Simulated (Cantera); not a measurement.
A jet of CH₄ : O₂ : N₂ = 0.063 : 0.059 : 0.79 (molar parts) at 300 K and 0.0632 atm hits a platinum plate 5.5 cm away at a mass flux of 0.15 kg/m²/s; the plate temperature is set and raised in steps from an oxygen-covered start.

Detailed kinetics in Cantera: Deutschmann's 1995 Pt surface mechanism with GRI-Mech 3.0 gas chemistry. Catalytic surfaces can have several steady states; this one follows from the mechanism file's or the stated starting coverage.

One state of this run: wall x CH₄ = 0.0110; wall x O₂ = 0.00340; wall x H₂O = 0.0519; wall x OH = <1e-8; wall x CO = 0.0601; wall x CO₂ = 0.000284; θ free Pt = 0.795; θ H* = 0.00234; θ CO* = 0.0692; θ C* = 0.134. x: mole fraction at the wall; θ: surface coverage.

Task: Which value of plate T (K) does it belong to?
A. 1050
B. 1000
C. 1200
D. 1150

Result: A, 1050
